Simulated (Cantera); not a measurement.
Input (Python, Cantera) and output of one run.

```python
import numpy as np
import cantera as ct

gas_names = """
    N NO NO2 NO3 N2 N2O O O2 O3 Pb PbO Pb2
""".split()
cond_names = """
    Pb(cr) Pb(L) PbO(rd) PbO(yw) PbO(L) PbO2(s) Pb3O4(s)
""".split()


# ... load() reads the species with a 1 bar reference pressure and builds the phases ...
atoms = {
    'Pb': {'Pb': 1},
    'O2': {'O': 2},
    'N2': {'N': 2},
}
top_T = {'Pb3O4(s)': 820}  # K; cautious upper limits of use, not melting points


# ... equilibrate(T, P, feed) seeds the gas with the atoms and calls Mixture.equilibrate('TP', solver="vcs", rtol=1e-11, max_steps=5000) ...
results = []
feed = {'Pb': 1, 'O2': 0.085, 'N2': 0.21}  # mol
P = 1000  # Pa
for T in [523, 573, 623, 673, 723, 773, 823, 873, 923, 973, 1023, 1073, 1123]:
    mix = equilibrate(T, P, feed)
    results.append((T, P, feed, dict(zip(mix.species_names, mix.species_moles))))

top = {s: max(r[3][s] / sum(r[3][g] for g in gas_names) for r in results) for s in gas_names}
cols = sorted((s for s in top if top[s] > 0.0001), key=lambda s: -top[s])[:5]
seen = [c for c in cond_names if any(r[3].get(c, 0) > 1e-12 for r in results)]
print("log10 of partial pressures in bar; condensed amounts in mol")
print(f"{'T/K':>10s}" + "".join(f"{s[:9]:>10s}" for s in cols + seen))
for T, P, feed, n in results:
    ng = sum(n[g] for g in gas_names)
    print(f"{T:10.4g}" + "".join(f"{np.log10(max(n[s] / ng * P / 1e5, 1e-99)):10.3f}" for s in cols)
          + "".join(f"{n.get(c, 0):10.4g}" for c in seen))
```

It prints:

```
log10 of partial pressures in bar; condensed amounts in mol
       T/K        N2        Pb       PbO    Pb(cr)     Pb(L)   PbO(rd)   PbO(yw)
       523    -2.000   -13.765   -19.965      0.83         0      0.17         0
       573    -2.000   -12.079   -17.476      0.83         0      0.17         0
       623    -2.000   -10.683   -15.394         0      0.83      0.17         0
       673    -2.000    -9.514   -13.628         0      0.83      0.17         0
       723    -2.000    -8.509   -12.111         0      0.83      0.17         0
       773    -2.000    -7.637   -10.795         0      0.83         0      0.17
       823    -2.000    -6.872    -9.644         0      0.83         0      0.17
       873    -2.000    -6.197    -8.627         0      0.83         0      0.17
       923    -2.000    -5.596    -7.725         0    0.8299         0      0.17
       973    -2.000    -5.058    -6.917         0    0.8298         0      0.17
      1023    -2.001    -4.574    -6.192         0    0.8294         0      0.17
      1073    -2.003    -4.136    -5.536         0    0.8285         0    0.1699
      1123    -2.009    -3.738    -4.941         0    0.8261         0    0.1698
```

Equilibrium computed with Cantera from the NASA thermochemical tables; the gas is ideal and each condensed phase is pure. Mutual solubility and eutectic melting of coexisting phases are not modelled.
